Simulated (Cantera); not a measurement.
An adiabatic, constant-volume homogeneous reactor starts with CO : H2 : CH4 : O2 : N2 = 1 : 0.28 : 0.031 : 0.826 : 3.11 (molar parts), equivalence ratio 0.85, at 1548 K and 65000 Pa.

Cantera simulation using GRI-Mech 3.0 (53 species, 325 reactions); the numbers are that mechanism's predictions, not measurements.

x: mole fraction; the columns are a selection and need not sum to one.

| t (s) | T (K) | P (bar) | x CO | x H2 | x CH4 | x CH2O | x C2H4 |
|---|---|---|---|---|---|---|---|
| 1.00e-6 | 1548 | 0.650 | 0.191 | 0.0534 | 0.00591 | 2.13e-11 | <1e-12 |
| 2.47e-6 | 1548 | 0.650 | 0.191 | 0.0534 | 0.00591 | 2.48e-10 | <1e-12 |
| 6.12e-6 | 1548 | 0.650 | 0.191 | 0.0534 | 0.00591 | … | <1e-12 |
| 1.52e-5 | 1548 | 0.650 | 0.191 | 0.0532 | 0.00588 | … | 1.32e-9 |
| 3.75e-5 | 1758 | 0.738 | 0.166 | 0.00652 | 8.84e-8 | … | <1e-12 |
| 9.28e-5 | 2167 | 0.890 | 0.110 | 0.00843 | <1e-12 | 1.54e-10 | <1e-12 |
| 0.000230 | 2579 | 1.03 | 0.0997 | 0.00666 | <1e-12 | 1.53e-10 | <1e-12 |
| 0.000569 | 2823 | 1.11 | 0.0872 | 0.00523 | <1e-12 | 1.94e-10 | <1e-12 |
| 0.00141 | 2828 | 1.11 | 0.0862 | 0.00518 | <1e-12 | 1.99e-10 | <1e-12 |
| 0.00348 | 2824 | 1.11 | 0.0860 | 0.00520 | <1e-12 | 2.00e-10 | <1e-12 |
| 0.00862 | 2823 | 1.11 | 0.0860 | 0.00520 | <1e-12 | 2.00e-10 | <1e-12 |
| 0.0213 | 2823 | 1.11 | 0.0860 | 0.00520 | <1e-12 | 2.00e-10 | <1e-12 |
| 0.0528 | 2823 | 1.11 | 0.0860 | 0.00520 | <1e-12 | 2.00e-10 | <1e-12 |
| 0.131 | 2823 | 1.11 | 0.0860 | 0.00520 | <1e-12 | 2.00e-10 | <1e-12 |
| 0.323 | 2823 | 1.11 | 0.0860 | 0.00520 | <1e-12 | 2.00e-10 | <1e-12 |
| 0.800 | 2823 | 1.11 | 0.0860 | 0.00520 | <1e-12 | 2.00e-10 | <1e-12 |

Some entries are withheld; supply them.


- 6.12e-6, x CH2O: 4.76e-9
- 1.52e-5, x CH2O: 6.63e-7
- 3.75e-5, x CH2O: 1.76e-8
